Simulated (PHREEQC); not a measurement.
0.15 g of hydrous ferric oxide (600 m²/g; 0.2 weak and 0.005 strong sites per Fe, Dzombak-Morel constants, diffuse double layer) in 1 kg of water with 0.1 mol/kgw of an inert sodium salt and 4.2e-05 mol/kgw NiCl2, at 25 °C; the pH is set by adding NaOH or the inert anion's acid. Oxygen is held at 0.21 atm. No CO2 enters from the air. Precipitation was switched off in this run.

Base run: PHREEQC, ion-association model, wateq4f.dat. Each further column changes one thing. The table gives surface charge σ (C/m²).

```
pH     base  background salt from 0.1 to 0.01 mol/kgw  oxide from 0.15 to 0.75 g/kgw  0.00053 mol/kgw SrCl2 added
---  ------  ----------------------------------------  -----------------------------  ---------------------------
3     0.363                                     0.325                          0.363                        0.363
3.5   0.350                                     0.276                          0.350                        0.350
4.5   0.273                                     0.161                          0.273                        0.273
5     0.215                                     0.114                          0.215                        0.215
5.5   0.159                                     0.077                          0.159                        0.160
6.5   0.076                                     0.032                          0.075                        0.076
7     0.049                                     0.019                          0.047                        0.049
7.5   0.029                                     0.011                          0.024                        0.030
8.5  -0.005                                    -0.002                         -0.012                       -0.003
9    -0.023                                    -0.009                         -0.032                       -0.016
```

The oxide is taken as insoluble; below pH 4 it would dissolve.
